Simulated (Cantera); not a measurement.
A closed system holds: 1 mol Zr, 0.22 mol O2, 2 mol N2, at 2148.15 K and 7.40 bar.

Equilibrium computed with Cantera from the NASA thermochemical tables; the gas is ideal and each condensed phase is pure. Candidate condensed phases: Zr, ZrN, ZrO2; 13 gas species. Mutual solubility and eutectic melting of coexisting phases are not modelled. ZrN: taken at fixed stoichiometry. Condensed phases not in the tables: solid solutions among these carbides, nitrides and lower oxides. The numbers say what is thermodynamically allowed, not how fast it happens.

Base state: N2 1.00 (mole fractions); condensed: ZrN(s) + ZrO2(tetragonal).

Q: What changes in the equilibrium state with this change: pressure from 7.40 bar to 0.480 Pa?

A: 
```
species                before     after
---------------------  ------  --------
N2                       1.00     0.974
ZrO                     <1e-9    0.0258
Zr                      <1e-9  0.000221
ZrO2                    <1e-9  0.000171
ZrN(s), mol             0.780     0.758
ZrO2(tetragonal), mol   0.220     0.198
```
